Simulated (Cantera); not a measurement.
Thermodynamics of silicon epitaxy and polysilicon growth, feed SiHCl3 + H2

Feed: 1 mol SiHCl3, a varied amount of H2, held at 1050 K and 225 Torr.

Equilibrium computed with Cantera from the NASA thermochemical tables; the gas is ideal and each condensed phase is pure. Candidate condensed phases: Si; 19 gas species. The tables' values for SiCl3 are old estimates; treat these amounts as uncertain. The numbers say what is thermodynamically allowed, not how fast it happens.

| n(H2) (mol) | log p H2 | log p HCl | log p SiCl4 | log p SiHCl3 | log p SiH2Cl2 | log p SiCl2 | log p SiCl3 | n Si(s) |
|---|---|---|---|---|---|---|---|---|
| 85 | -0.53 | -2.51 | -3.01 | -3.01 | -3.96 | -4.22 | -4.24 | 0.374 |
| 120 | -0.53 | -2.57 | -3.23 | -3.18 | -4.07 | -4.33 | -4.41 | 0.427 |
| 160 | -0.53 | -2.62 | -3.44 | -3.33 | -4.17 | -4.43 | -4.56 | 0.481 |
| 210 | -0.53 | -2.67 | -3.65 | -3.49 | -4.28 | -4.54 | -4.72 | 0.539 |
| 290 | -0.53 | -2.74 | -3.92 | -3.69 | -4.41 | -4.67 | -4.93 | 0.615 |
| 390 | -0.53 | -2.81 | -4.20 | -3.91 | -4.55 | -4.81 | -5.14 | 0.688 |
| 530 | -0.52 | -2.89 | -4.53 | -4.16 | -4.72 | -4.98 | -5.39 | 0.762 |
log p: log10 of the partial pressure in bar; n: condensed amount in mol.

From 85 mol H2 to 530 mol H2 the condensed part is Si(s). The main Si-bearing gas is SiCl4 at 85 mol H2 and SiHCl3 at 530 mol H2. The share of Si in condensed phases is highest at 530 mol H2 (76.2 %) and lowest at 85 mol H2 (37.4 %).
